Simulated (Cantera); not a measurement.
**borazine + H2O + N2 (boron, boron nitride and boron oxide)**

Feed: 1 mol borazine, 2.6 mol H2O, 1.3 mol N2, held at 1.00 Torr.

Method: chemical equilibrium by Gibbs-energy minimisation in Cantera with the NASA 1993 tables (ideal gas, pure condensed phases). Candidate condensed phases: B, BN, B2O3, B3O3H3, H2O; 39 gas species. The feed counts by its element totals alone. Mutual solubility and eutectic melting of coexisting phases are not modelled. The numbers say what is thermodynamically allowed, not how fast it happens.

```csv
T (K),x H2,x N2,x HBO,x B2O3,x B2O2,x HBO2,x BO,n BN(s),n B2O3(l)
1498,0.686,0.271,0.0124,0.0156,0.00167,0.0127,0.000184,1.26,0.630
1523,0.669,0.267,0.0178,0.0259,0.00334,0.0155,0.000348,1.24,0.503
1548,0.644,0.261,0.0253,0.0421,0.00652,0.0186,0.000647,1.21,0.299
1573,0.611,0.254,0.0347,0.0646,0.0122,0.0214,0.00116,1.16,0
1598,0.605,0.255,0.0409,0.0611,0.0161,0.0184,0.00174,1.10,0
1623,0.598,0.257,0.0476,0.0566,0.0207,0.0156,0.00256,1.04,0
1648,0.591,0.258,0.0546,0.0513,0.0261,0.0131,0.00369,0.977,0
1673,0.583,0.260,0.0616,0.0452,0.0319,0.0108,0.00521,0.907,0
1698,0.574,0.262,0.0685,0.0386,0.0380,0.00875,0.00718,0.833,0
1723,0.566,0.263,0.0750,0.0320,0.0439,0.00696,0.00969,0.759,0
1748,0.557,0.264,0.0808,0.0256,0.0492,0.00543,0.0128,0.689,0
1773,0.549,0.265,0.0857,0.0198,0.0535,0.00415,0.0166,0.625,0
1798,0.542,0.266,0.0897,0.0149,0.0566,0.00311,0.0210,0.570,0
```
x: gas mole fraction; n: condensed amount in mol.

From 1498 K to 1548 K the condensed part is BN(s) + B2O3(l). From 1573 K to 1798 K the condensed part is BN(s). The main B-bearing gas is B2O3 at 1498 K and B2O2 at 1798 K. The share of B in condensed phases is highest at 1498 K (84.0 %) and lowest at 1798 K (19.0 %).
